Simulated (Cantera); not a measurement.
Feed: 1 mol Al(CH3)3, 1.8 mol N2, 18 mol H2, at 1.33 mbar.

Equilibrium computed with Cantera from the NASA thermochemical tables; the gas is ideal and each condensed phase is pure. Candidate condensed phases: Al, AlN, C, C6H6, C7H8, C8H18; 97 gas species. The feed counts by its element totals alone. Rates play no part.

Over these rows the condensed part is AlN(s) + C(graphite). Partial pressures as log10 of bar:

```json
[
 {"T (K)": "673", "1000/T (1/K)": "1.4859", "log p CH4": "-4.63", "log p H2": "-2.91", "log p N2": "-4.13"},
 {"T (K)": "873", "1000/T (1/K)": "1.1455", "log p CH4": "-6.15", "log p H2": "-2.90", "log p N2": "-4.14"},
 {"T (K)": "1073", "1000/T (1/K)": "0.9320", "log p CH4": "-7.14", "log p H2": "-2.90", "log p N2": "-4.14"},
 {"T (K)": "1273", "1000/T (1/K)": "0.7855", "log p CH4": "-7.83", "log p H2": "-2.90", "log p N2": "-4.14"},
 {"T (K)": "1473", "1000/T (1/K)": "0.6789", "log p CH4": "-8.33", "log p H2": "-2.90", "log p N2": "-4.14"},
 {"T (K)": "1673", "1000/T (1/K)": "0.5977", "log p CH4": "?", "log p H2": "-2.90", "log p N2": "-4.14"}
]
```

Question: Fit log p(CH4) = a + b·(1000/T) to the five rows, give the apparent enthalpy, and predict the row at 1673 K.

Answer: Means: 1000/T = 1.0056, log p = -6.816. Sxy = 1.884761, Sxx = 0.4108540, so b = 4.59 and a = -6.816 − (4.59)×1.0056 = -11.43.
Apparent enthalpy: −19.145 × (4.59) = -88 kJ/mol. With the condensed phases at unit activity, C(graphite) + 2 H2(g) = CH4(g) links this pressure to the main gases: over the six rows their terms move log p by +0.02 in all, so the slope is close to that reaction's ΔH°. The five rows lie within 0.02 of the line.
Prediction at 1673 K: -11.43 + (4.59)×0.5977 = -8.69. The computed value is -8.72, 0.03 from the line.
